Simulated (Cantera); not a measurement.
A perfectly stirred reactor is fed with 1.10 % CH₄, 98.1 % H₂, 0.817 % CO₂, at 23000 Pa; it is held at 2000 K, and followed from long to short residence time.

Computed with Cantera and GRI-Mech 3.0 (53 species, 325 reactions).

**Question.** Predict: x(CH₄) at τ = 2.80 s; x(H₂) at τ = 2.80 s; x(CO₂) at τ = 2.80 s; x(CO) at τ = 2.80 s; x(O) at τ = 2.80 s; x(CH₄) at τ = 32.0 ms; x(H₂) at τ = 32.0 ms; x(CO₂) at τ = 32.0 ms; x(CO) at τ = 32.0 ms; x(O) at τ = 32.0 ms.

**Answer.** 
```
Quantity                  Value
---------------------  --------
x(CH₄) at τ = 2.80 s   0.000693
x(H₂) at τ = 2.80 s       0.977
x(CO₂) at τ = 2.80 s    1.12e-5
x(CO) at τ = 2.80 s      0.0131
x(O) at τ = 2.80 s      2.51e-9
x(CH₄) at τ = 32.0 ms   0.00451
x(H₂) at τ = 32.0 ms      0.973
x(CO₂) at τ = 32.0 ms  0.000245
x(CO) at τ = 32.0 ms    0.00816
x(O) at τ = 32.0 ms     5.79e-9
```
